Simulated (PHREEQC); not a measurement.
A solution holds 0.26 mol/kgw HF, 0.0001 mol/kgw KF and 0.0013 mol/kgw (NH4)2SiF6, at 25 °C. Closed to the air; pH follows from the charge balance.

Model: ion-association model, phreeqc.dat, run in PHREEQC.

Each row changes one thing in this solution. This is a speciation only: nothing precipitates in the calculation.

| case | pH | ionic strength (mol/kgw) | HF (mol/kgw) | F- (mol/kgw) | HF2- (mol/kgw) | NH3 (mol/kgw) | SI of Quartz (SiO2) |
|---|---|---|---|---|---|---|---|
| as made | 1.76 | 0.0236 | 0.231 | 0.0104 | 0.00926 | 7.25e-11 | -10.00 |
| temperature from 25 to 90 °C | 2.02 | 0.0147 | 0.244 | 0.00539 | 0.00544 | 5.61e-9 | -5.91 |
| (NH4)2SiF6 from 0.0013 to 0.013 mol/kgw | 1.76 | 0.0598 | 0.230 | 0.0111 | 0.00975 | 6.56e-10 | -9.10 |
| temperature from 25 to 10 °C | 1.72 | 0.0255 | 0.229 | 0.0123 | 0.00933 | 2.16e-11 | -10.98 |
| diluted 10-fold with water | 2.40 | 0.00462 | 0.0215 | 0.00391 | 0.000322 | 3.48e-11 | -5.95 |
| KF from 0.0001 to 0.001 mol/kgw | 1.77 | 0.0241 | 0.231 | 0.0107 | 0.00949 | 7.40e-11 | -10.03 |
| KF from 0.0001 to 5e-05 mol/kgw | 1.76 | 0.0236 | 0.231 | 0.0104 | 0.00924 | 7.25e-11 | -10.00 |
| KF from 0.0001 to 0.00015 mol/kgw | 1.76 | 0.0236 | 0.231 | 0.0104 | 0.00927 | 7.26e-11 | -10.01 |
| (NH4)2SiF6 from 0.0013 to 0.00065 mol/kgw | 1.76 | 0.0215 | 0.231 | 0.0104 | 0.00922 | 3.65e-11 | -10.30 |

Constants without temperature data keep their 25 °C values here. SiF6-2 is the database's only silicon fluoride.
